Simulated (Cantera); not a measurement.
**Fe + H2O + O2 (chemical vapour transport)**

Input: 1 mol Fe, 0.11 mol H2O, 0.69 mol O2, at 16.0 mbar.

These are equilibrium values from Cantera (NASA tables, ideal gas, pure condensed phases), not measurements of a reactor. Candidate condensed phases: Fe, FeO, Fe(OH)2, Fe(OH)3, Fe2O3, Fe3O4, H2O; 12 gas species. Mutual solubility and eutectic melting of coexisting phases are not modelled. Kinetics and transport are ignored.

From 927 °C to 1177 °C the condensed part is Fe2O3(s) + Fe3O4(s). At 1227 °C the condensed part is Fe3O4(s). The main Fe-bearing gas is Fe(OH)2 throughout.

```
T (°C)  x H2O      x O2      x OH     x H2      x O  x Fe(OH)2      x H     x HO2  n Fe2O3(s)  n Fe3O4(s)
------  -----  --------  --------  -------  -------  ---------  -------  --------  ----------  ----------
927     1.000   2.76e-5   2.85e-6  1.91e-5  1.04e-9    3.32e-8  6.82e-9  1.86e-11       0.140       0.240
977     1.000  0.000182   8.77e-6  2.02e-5  7.38e-9    7.30e-8  1.72e-8  1.30e-10       0.140       0.240
1027    0.999   0.00103   2.47e-5  2.13e-5  4.50e-8    1.51e-7  4.04e-8  7.85e-10       0.139       0.240
1077    0.995   0.00515   6.44e-5  2.24e-5  2.39e-7    2.95e-7  8.91e-8   4.12e-9       0.137       0.242
1127    0.977    0.0228  0.000155  2.31e-5  1.13e-6    5.42e-7  1.85e-7   1.91e-8       0.125       0.250
1177    0.908    0.0912  0.000343  2.25e-5  4.80e-6    9.02e-7  3.55e-7   7.72e-8      0.0737       0.284
1227    0.825     0.175  0.000603  2.95e-5  1.34e-5    1.57e-6  7.56e-7   1.73e-7           0       0.333
```
x: gas mole fraction; n: condensed amount in mol.
